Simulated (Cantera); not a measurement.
An adiabatic, constant-pressure homogeneous reactor starts with CH3OH : O2 : N2 = 1 : 2.73 : 10.3 (molar parts), equivalence ratio 0.55, at 1800 K and 3750 Torr. Integrator tolerance rtol = 1e-08.

Computed with Cantera and GRI-Mech 3.0 (53 species, 325 reactions). GRI-Mech 3.0 was tuned for natural gas; its chemistry of methanol as a main component is partial and can be far from experiment.

| quantity | before | after |
|---|---|---|
| time of steepest temperature rise | 7.80 µs | 6.81 µs |
| temperature at 3.00 s | 2716 K | 2728 K |
| equilibrium temperature | 2716 K | 2728 K |
| x(CH3OH) at 3.00 s | <1e-12 (gas-phase equilibrium <1e-12) | <1e-12 (gas-phase equilibrium <1e-12) |
| x(O2) at 3.00 s | 0.0750 (gas-phase equilibrium 0.0750) | 0.0749 (gas-phase equilibrium 0.0749) |
| x(H2O) at 3.00 s | 0.124 (gas-phase equilibrium 0.124) | 0.123 (gas-phase equilibrium 0.123) |
| x(NO) at 3.00 s | 0.0183 (gas-phase equilibrium 0.0183) | 0.0186 (gas-phase equilibrium 0.0186) |
| x(C2H2) at 3.00 s | <1e-12 (gas-phase equilibrium <1e-12) | <1e-12 (gas-phase equilibrium <1e-12) |

Q: Which change was made?
(A) pressure from 3750 Torr to 480 Torr
(B) initial temperature 1800 to 1075 K
(C) constant volume in place of constant pressure
(D) initial temperature 1800 to 1823 K

A: D, initial temperature 1800 to 1823 K
